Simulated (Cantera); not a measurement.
An isothermal, constant-pressure homogeneous reactor starts with 2.50 % C₂H₆, 97.5 % N₂, at 1325 K and 0.750 bar.

Computed with Cantera and GRI-Mech 3.0 (53 species, 325 reactions). GRI-Mech 3.0 stops at C3 and has no aromatics, soot or wall deposition, so with more carbon than oxygen in the feed, carbon stays in small species such as C2H2 where larger ones or solid carbon would form.

One state of this run: x C₂H₆ = 4.40e-6; x C₂H₄ = 0.00540; x C₂H = 1.56e-10; x CH₃ = 1.42e-6; x CH₄ = 0.00423; x H = 6.24e-7; x C₂H₂ = 0.0165. x: mole fraction; the columns are a selection and need not sum to one.

### Question
Which value of t (s) does it belong to?
A. 0.214
B. 60.0
C. 0.000763
D. 0.0693

### Answer
A, 0.214
